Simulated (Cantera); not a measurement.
A closed system holds: 1 mol TEOS, 0.23 mol H₂O, 9.6 mol H₂, at 277 °C and 85.0 Pa.

Cantera equilibrium calculation (NASA polynomials, part measured and part estimated; ideal gas, pure solids and liquids). Candidate condensed phases: C, C₆H₆, C₇H₈, C₈H₁₈, H₂O, Si, SiC, SiO₂; 123 gas species. The feed counts by its element totals alone. Rates play no part.

Base state: H₂ 0.700, CH₄ 0.176, H₂O 0.115, CO₂ 0.00775, CO 0.000818 (mole fractions); condensed: C(graphite) + SiO₂(α-quartz).

Question: What changes in the equilibrium state with this change: temperature from 277 °C to 1800 °C?

Answer: 
| species | before | after |
|---|---|---|
| H₂ | 0.700 | 0.745 |
| CO | 0.000818 | 0.166 |
| H | <1e-9 | 0.0779 |
| CH₄ | 0.176 | 1.66e-7 |
| H₂O | 0.115 | 9.27e-9 |
| Si | <1e-9 | 0.00836 |
| CO₂ | 0.00775 | <1e-9 |
| SiO | <1e-9 | 0.00181 |
| C₂H₂ (acetylene) | <1e-9 | 0.000913 |
| SiC₂ | <1e-9 | 0.000481 |
| Si₂C | <1e-9 | 0.000308 |
| C(graphite), mol | 4.86 | 3.03 |
| SiO₂(α-quartz), mol | 1.00 | 0 |
| SiC(s), mol | 0 | 0.711 |

Question: What changes in the equilibrium state with this change: H₂ from 9.6 to 0.7 mol?

Answer: 
```csv
species,before,after
H₂,0.700,0.644
H₂O,0.115,0.182
CH₄,0.176,0.149
CO₂,0.00775,0.0230
CO,0.000818,0.00141
"C(graphite), mol",4.86,6.31
"SiO₂(α-quartz), mol",1.00,1.00
```

Question: What changes in the equilibrium state with this change: H₂ from 9.6 to 1.3 mol?

Answer: 
```
species                before    after
-------------------  --------  -------
H₂                      0.700    0.650
H₂O                     0.115    0.175
CH₄                     0.176    0.152
CO₂                   0.00775   0.0209
CO                   0.000818  0.00134
C(graphite), mol         4.86     6.22
SiO₂(α-quartz), mol      1.00     1.00
```
